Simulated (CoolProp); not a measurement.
Carbonyl sulfide along the isobar 7.17 MPa: fugacity coefficient from the reference equation and from simpler models built on Tc = 105.6 °C, pc = 6.369 MPa, ω = 0.098; each cubic takes its own stable root.

Model: reference Helmholtz-energy equation of state, Lemmon 2006, in CoolProp. It is a short technical equation, of lower accuracy than the large ones.

```json
[
 {"T (°C)": "-96.05", "phase": "liquid", "reference": "0.001117"},
 {"T (°C)": "-70.15", "phase": "liquid", "reference": "0.006130"},
 {"T (°C)": "-44.25", "phase": "liquid", "reference": "0.02157"},
 {"T (°C)": "-18.35", "phase": "liquid", "reference": "0.05612"},
 {"T (°C)": "7.65", "phase": "liquid", "reference": "0.1181"},
 {"T (°C)": "33.55", "phase": "liquid", "reference": "0.2117"},
 {"T (°C)": "59.45", "phase": "liquid", "reference": "0.3359"},
 {"T (°C)": "85.35", "phase": "liquid", "reference": "0.4834"},
 {"T (°C)": "111.35", "phase": "supercritical", "reference": "0.6360"},
 {"T (°C)": "137.25", "phase": "supercritical", "reference": "0.7170"},
 {"T (°C)": "163.15", "phase": "supercritical", "reference": "0.7695"},
 {"T (°C)": "189.05", "phase": "supercritical", "reference": "0.8096"}
]
```

**Question.** How far does each simpler model (Redlich-Kwong, Soave-Redlich-Kwong) lie from the reference over these 12 states: mean and median of the absolute difference, and the worst?

**Answer.** 
- Redlich-Kwong: mean 5.3 %, median 4.8 %, worst -14.4 % at -96.05 °C and 7.17 MPa
- Soave-Redlich-Kwong: mean 1.0 %, median 0.6 %, worst +2.4 % at 59.45 °C and 7.17 MPa
